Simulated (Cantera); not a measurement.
Mixture: CH4 : C2H6 : O2 : N2 = 1 : 0.15 : 2.97 : 16.6 (molar parts), at 290000 Pa, adiabatic and at constant volume. Ignition delay is the time to a rise of 400 K.

Detailed kinetics in Cantera: GRI-Mech 3.0 (53 species, 325 reactions).

Task: What does this change do: constant pressure in place of constant volume?

Result: 
```csv
quantity,before,after
delay at 1023 K,39.4 ms,41.3 ms
delay at 1173 K,2.97 ms,3.15 ms
delay at 1323 K,0.548 ms,0.592 ms
delay at 1473 K,0.145 ms,0.160 ms
delay at 1623 K,45.4 µs,50.6 µs
apparent activation energy between 1548 and 1698 K,160 kJ/mol,150 kJ/mol
```

Task: What does this change do: C2H6 0.15 to 0.25 parts?

Result: 
```csv
quantity,before,after
delay at 1023 K,39.4 ms,42.9 ms
delay at 1173 K,2.97 ms,2.47 ms
delay at 1323 K,0.548 ms,0.361 ms
delay at 1473 K,0.145 ms,99.5 µs
delay at 1623 K,45.4 µs,34.4 µs
apparent activation energy between 1548 and 1698 K,160 kJ/mol,140 kJ/mol
```
